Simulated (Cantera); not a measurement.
A Cantera script and its output.

```python
import numpy as np
import cantera as ct

gas = ct.Solution("gri30.yaml")
gas.TPX = 1950, 13332, {'CH4': 1, 'H2': 11, 'N2': 0.094}
reactor = ct.IdealGasConstPressureReactor(gas, energy="off", clone=False)
net = ct.ReactorNet([reactor])
net.rtol, net.atol = 1e-08, 1e-18
show = ['CH4', 'H2', 'H', 'C2H', 'C2H2']
times = np.geomspace(2e-06, 1, 11)

steps = ct.SolutionArray(gas, extra=["t"])
rows = []
print(f"{'t/s':>10s}{'T/K':>9s}{'P/Pa':>11s}" + "".join(f"{s:>11s}" for s in show))
for t in times:
    while net.time < t:
        t_next = net.step()
        steps.append(gas.state, t=t_next)
    rows.append([np.interp(t, steps.t, y) for y in (steps.T, steps.P, *steps(*show).X.T)])
    print(f"{t:10.3e}{rows[-1][0]:9.1f}{rows[-1][1]:11.4g}" + "".join(f"{x:11.3e}" for x in rows[-1][2:]))
rate = np.gradient(steps.T, steps.t)
print("integrator steps:", len(steps.t))
if steps.T.max() > steps.T[0] + 200:
    print(f"time of steepest temperature rise: {steps.t[rate.argmax()]:.4e} s")
gas.TPX = 1950, 13332, {'CH4': 1, 'H2': 11, 'N2': 0.094}
gas.equilibrate("TP")
print(f"equilibrium (TP): T = {gas.T:.1f} K  " + "  ".join(f"{s} {gas[s].X[0]:.3e}" for s in show))
```

Result:

```
       t/s      T/K       P/Pa        CH4         H2          H        C2H       C2H2
 2.000e-06   1950.0  1.333e+04  8.267e-02  9.095e-01  9.600e-06  1.627e-21  1.092e-14
 7.429e-06   1950.0  1.333e+04  8.263e-02  9.095e-01  3.187e-05  2.961e-18  5.541e-12
 2.759e-05   1950.0  1.333e+04  8.247e-02  9.094e-01  1.135e-04  3.935e-15  2.024e-09
 1.025e-04   1950.0  1.333e+04  8.188e-02  9.092e-01  4.146e-04  4.757e-12  6.657e-07
 3.807e-04   1950.0  1.333e+04  7.900e-02  9.089e-01  1.412e-03  4.750e-09  1.949e-04
 1.414e-03   1950.0  1.333e+04  6.412e-02  9.156e-01  2.385e-03  2.571e-07  6.290e-03
 5.253e-03   1950.0  1.333e+04  3.509e-02  9.319e-01  2.596e-03  9.078e-07  2.077e-02
 1.951e-02   1950.0  1.333e+04  1.185e-02  9.450e-01  2.863e-03  1.533e-06  3.225e-02
 7.248e-02   1950.0  1.333e+04  3.115e-03  9.499e-01  3.029e-03  1.829e-06  3.655e-02
 2.692e-01   1950.0  1.333e+04  8.910e-04  9.511e-01  3.078e-03  1.911e-06  3.764e-02
 1.000e+00   1950.0  1.333e+04  5.062e-04  9.513e-01  3.084e-03  1.925e-06  3.783e-02
integrator steps: 976
equilibrium (TP): T = 1950.0 K  CH4 4.734e-04  H2 9.513e-01  H 3.085e-03  C2H 1.739e-06  C2H2 3.419e-02
```

Detailed kinetics in Cantera: GRI-Mech 3.0 (53 species, 325 reactions). GRI-Mech 3.0 stops at C3 and has no aromatics, soot or wall deposition, so with more carbon than oxygen in the feed, carbon stays in small species such as C2H2 where larger ones or solid carbon would form.
